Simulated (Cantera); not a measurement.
A closed system holds: 1 mol SiHCl₃, 5.1 mol N₂, at 133 Pa.

Cantera equilibrium calculation (NASA polynomials, part measured and part estimated; ideal gas, pure solids and liquids). Candidate condensed phases: NH₄Cl, Si, Si₃N₄; 28 gas species. N₂ is the only nitrogen source here; it is nearly inert below about 1500 K, so the nitride shown seldom forms there in practice. The tables' values for SiCl₃ are old estimates; treat these amounts as uncertain. Rates play no part. All values below are at 1000 K.

Base state: N₂ 0.766, HCl 0.135, SiCl₄ 0.0859, H₂ 0.0124, SiCl₃ 0.000238, SiHCl₃ 5.55e-5, SiCl₂ 1.59e-5 (mole fractions); condensed: Si₃N₄(s).

Task: What changes in the equilibrium state with this change: SiHCl₃ replaced by trisilylamine?

Result: 
```
species          before  after
-------------  --------  -----
H₂               0.0124  0.556
N₂                0.766  0.444
HCl               0.135      0
SiCl₄            0.0859      0
SiCl₃          0.000238      0
SiHCl₃          5.55e-5      0
SiCl₂           1.59e-5      0
Si₃N₄(s), mol     0.154   1.00
```
The feed counts by its element totals alone.

Task: What changes in the equilibrium state with this change: 0.056 mol HF added?

Result: 
| species | before | after |
|---|---|---|
| N₂ | 0.766 | 0.760 |
| HCl | 0.135 | 0.140 |
| SiCl₄ | 0.0859 | 0.0836 |
| H₂ | 0.0124 | 0.0135 |
| SiF₄ | 0 | 0.00220 |
| HF | 0 | 5.60e-5 |
| Si₃N₄(s), mol | 0.154 | 0.152 |
